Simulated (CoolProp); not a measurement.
Properties of propane along the isobar 0.367 MPa.

The numbers come from the reference Helmholtz-energy equation of state, Lemmon 2009 in CoolProp.

| T (°C) | phase | density (kg/m³) | fugacity coefficient |
|---|---|---|---|
| -50.95 | liquid | 591.3 | 0.1809 |
| -39.95 | liquid | 578.7 | 0.2948 |
| -28.85 | liquid | 565.5 | 0.4568 |
| -17.85 | liquid | [?] | 0.6730 |
| -6.75 | gas | [?] | 0.9175 |
| 4.25 | gas | [?] | 0.9275 |
| 15.35 | gas | 7.242 | [?] |
| 26.45 | gas | 6.912 | 0.9432 |
| 37.45 | gas | 6.619 | 0.9493 |
| 48.55 | gas | [?] | 0.9546 |
| 59.55 | gas | 6.109 | 0.9592 |
| 70.65 | gas | 5.885 | 0.9632 |
| 81.65 | gas | [?] | 0.9667 |
| 92.75 | gas | [?] | 0.9698 |

Problem. What belongs in the gaps?

Solution. 
- -17.85, density (kg/m³): 551.9
- -6.75, density (kg/m³): 8.032
- 4.25, density (kg/m³): 7.613
- 15.35, fugacity coefficient: 0.9360
- 48.55, density (kg/m³): 6.351
- 81.65, density (kg/m³): 5.681
- 92.75, density (kg/m³): 5.490
